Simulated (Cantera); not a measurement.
## HCl + O₂ + H₂ (abatement and gas-phase synthesis)

Charge: 1 mol HCl, 0.71 mol O₂, 8.3 mol H₂, equilibrated at 2.80 bar.

Cantera equilibrium calculation (NASA polynomials, part measured and part estimated; ideal gas, pure solids and liquids). Candidate condensed phases: H₂O; 14 gas species. The numbers say what is thermodynamically allowed, not how fast it happens.

| T (K) | x H₂ | x H₂O | x HCl | x H |
|---|---|---|---|---|
| 873 | 0.740 | 0.153 | 0.108 | 2.40e-11 |
| 1073 | 0.740 | 0.153 | 0.108 | 7.20e-9 |
| 1273 | 0.740 | 0.153 | 0.108 | 3.67e-7 |
| 1473 | 0.740 | 0.153 | 0.108 | 6.50e-6 |
| 1673 | 0.740 | 0.153 | 0.108 | 5.85e-5 |
| 1873 | 0.740 | 0.153 | 0.107 | 0.000332 |
| 2073 | 0.739 | 0.153 | 0.107 | 0.00135 |
| 2273 | 0.736 | 0.152 | 0.107 | 0.00431 |
| 2473 | 0.730 | 0.151 | 0.106 | 0.0114 |
| 2673 | 0.718 | 0.149 | 0.103 | 0.0260 |
x: gas mole fraction; nothing condenses.

From 873 K to 2673 K nothing is condensed.
